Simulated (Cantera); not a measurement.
Input (Python, Cantera):

```python
import numpy as np
import cantera as ct

gas = ct.Solution("gri30.yaml")
gas.TPX = 1300, 1500, {'H2': 0.031, 'O2': 1, 'N2': 3.8, 'H2O': 0.039}
reactor = ct.IdealGasConstPressureReactor(gas, energy="off", clone=False)
net = ct.ReactorNet([reactor])
net.rtol, net.atol = 1e-08, 1e-18
show = ['H2', 'O2', 'NO', 'H2O2', 'N2O', 'H']
times = np.geomspace(2e-05, 20, 11)

steps = ct.SolutionArray(gas, extra=["t"])
rows = []
print(f"{'t/s':>10s}{'T/K':>9s}{'P/Pa':>11s}" + "".join(f"{s:>11s}" for s in show))
for t in times:
    while net.time < t:
        t_next = net.step()
        steps.append(gas.state, t=t_next)
    rows.append([np.interp(t, steps.t, y) for y in (steps.T, steps.P, *steps(*show).X.T)])
    print(f"{t:10.3e}{rows[-1][0]:9.1f}{rows[-1][1]:11.4g}" + "".join(f"{x:11.3e}" for x in rows[-1][2:]))
rate = np.gradient(steps.T, steps.t)
print("integrator steps:", len(steps.t))
if steps.T.max() > steps.T[0] + 200:
    print(f"time of steepest temperature rise: {steps.t[rate.argmax()]:.4e} s")
gas.TPX = 1300, 1500, {'H2': 0.031, 'O2': 1, 'N2': 3.8, 'H2O': 0.039}
gas.equilibrate("TP")
print(f"equilibrium (TP): T = {gas.T:.1f} K  " + "  ".join(f"{s} {gas[s].X[0]:.3e}" for s in show))
```

It prints:

```
       t/s      T/K       P/Pa         H2         O2         NO       H2O2        N2O          H
 2.000e-05   1300.0       1500  6.366e-03  2.053e-01  2.207e-22  2.303e-15  1.243e-16  1.425e-10
 7.962e-05   1300.0       1500  6.366e-03  2.053e-01  1.505e-20  3.621e-14  5.063e-16  4.614e-10
 3.170e-04   1300.0       1500  6.365e-03  2.053e-01  8.486e-19  5.592e-13  2.214e-15  1.213e-09
 1.262e-03   1300.0       1500  6.365e-03  2.053e-01  4.069e-17  8.009e-12  1.265e-14  6.864e-09
 5.024e-03   1300.0       1500  6.351e-03  2.053e-01  2.550e-14  1.051e-10  8.056e-13  2.255e-06
 2.000e-02   1300.0       1500  1.473e-04  2.000e-01  9.359e-09  1.717e-08  4.950e-09  7.365e-04
 7.962e-02   1300.0       1500  1.196e-04  2.005e-01  5.278e-08  1.636e-08  1.355e-08  5.372e-04
 3.170e-01   1300.0       1500  6.050e-05  2.016e-01  1.217e-07  1.328e-08  1.740e-08  1.888e-04
 1.262e+00   1300.0       1500  1.214e-05  2.025e-01  1.595e-07  6.298e-09  2.346e-08  1.669e-05
 5.024e+00   1300.0       1500  1.336e-06  2.028e-01  1.740e-07  1.445e-09  2.736e-08  6.087e-07
 2.000e+01   1300.0       1500  1.684e-07  2.028e-01  1.800e-07  2.578e-10  2.217e-08  2.734e-08
integrator steps: 1472
equilibrium (TP): T = 1300.0 K  H2 2.284e-08  O2 2.026e-01  NO 3.895e-04  H2O2 4.358e-11  N2O 3.152e-09  H 1.374e-09
```

Model: GRI-Mech 3.0 (53 species, 325 reactions), integrated in Cantera. Radical loss at walls, strong at low pressure, is not modelled.
